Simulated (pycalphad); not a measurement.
CALPHAD calculation (pycalphad, COST 507 light-alloy database (1999)), 1 atm. The database dates from 1999; later assessments differ in places, in temperatures and in the compounds included. Kinetics are ignored, which matters at the lower temperatures.

Molar enthalpy of Ti-0.53C (at.%) in equilibrium (SER reference):

| T (K) | H (kJ/mol) | phases |
|---|---|---|
| 2850 | 111.24 | liquid |
| 2700 | 104.31 | liquid |
| 2550 | 97.39 | liquid |
| 2400 | 90.46 | liquid |
| 2250 | 83.53 | liquid |
| 2100 | 76.60 | liquid |
| 2025 | 73.14 | liquid |
| 1950 | 69.68 | liquid |
| 1875 | 52.39 | bcc |
| 1800 | 49.68 | bcc |
| 1650 | 44.49 | bcc |
| 1500 | 39.59 | bcc |
| 1350 | 34.91 | bcc |
| 1200 | 30.31 | bcc + fcc |
| 1050 | 21.24 | hcp |
| 900 | 16.35 | hcp + fcc |
| 750 | 11.56 | hcp + fcc |
| 600 | 7.04 | hcp + fcc |

Cooling from 1950 K to 1875 K, across the freezing range, releases 17.3 kJ/mol, or 363 J/g. The slope is 46 J/(mol K) in the liquid and 36 J/(mol K) just below the solidus, where it includes any heat of precipitation. Liquidus 1939 K, solidus 1939 K. Changes were sought between steps of 75 K, so a narrower field can be missed.

The fcc model also describes the rock-salt carbide or nitride (TiC, TiN, HfC).
